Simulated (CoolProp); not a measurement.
A single-stage vapour-compression cycle with R11: evaporating at 316.15 K (dew point), condensing at 348.15 K (bubble point), superheat 2 K, subcooling 2 K, compressor efficiency 0.85, no pressure losses. Each further row changes one setting.

The numbers come from the reference Helmholtz-energy equation of state, Jacobsen 1992 in CoolProp.

```
case                              cooling COP  pressure ratio  discharge temperature (K)  refrigerating effect (kJ/kg)  volumetric capacity (kJ/m³)
--------------------------------  -----------  --------------  -------------------------  ----------------------------  ---------------------------
as stated                                7.60            2.42                      355.6                           148                         1550
evaporating temperature 321.15 K         9.29            2.08                      354.5                           150                         1820
condensing temperature 343.15 K          9.18            2.13                      350.0                           152                         1600
subcooling 7 K                           7.84            2.42                      355.6                           152                         1600
superheat 12 K                           7.62            2.42                      366.1                           154                         1560
compressor efficiency 0.75               6.70            2.42                      359.4                           148                         1550
```
